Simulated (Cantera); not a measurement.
Feed: 1 mol Si3N4, 0.027 mol H2, held at 1000 Pa.

Cantera equilibrium calculation (NASA polynomials, part measured and part estimated; ideal gas, pure solids and liquids). Candidate condensed phases: Si, Si3N4; 18 gas species. Mutual solubility and eutectic melting of coexisting phases are not modelled. Gases not in the tables: Si2H6 and higher silanes. Rates play no part.

### Question
Which condensed phases are stable at each of these points (T (K)): 1600, 1700, 1800, 1900, 2000, 2100, 2200, 2300, 2400, 2500, 2600, 2700, 2800, 2900?

### Answer
| T (K) | condensed phases | Si condensed (%) |
|---|---|---|
| 1600 | Si(s) + Si3N4(s) | 100.0 |
| 1700 | Si(l) + Si3N4(s) | 100.0 |
| 1800 | Si(l) + Si3N4(s) | 100.0 |
| 1900 | Si(l) | 99.9 |
| 2000 | Si(l) | 99.7 |
| 2100 | Si(l) | 99.0 |
| 2200 | Si(l) | 97.1 |
| 2300 | Si(l) | 92.3 |
| 2400 | Si(l) | 79.1 |
| 2500 | Si(l) | 30.5 |
| 2600 | gas only | 0.0 |
| 2700 | gas only | 0.0 |
| 2800 | gas only | 0.0 |
| 2900 | gas only | 0.0 |

At 1600 K the condensed part is Si(s) + Si3N4(s). From 1700 K to 1800 K the condensed part is Si(l) + Si3N4(s). From 1900 K to 2500 K the condensed part is Si(l). From 2600 K to 2900 K nothing is condensed.
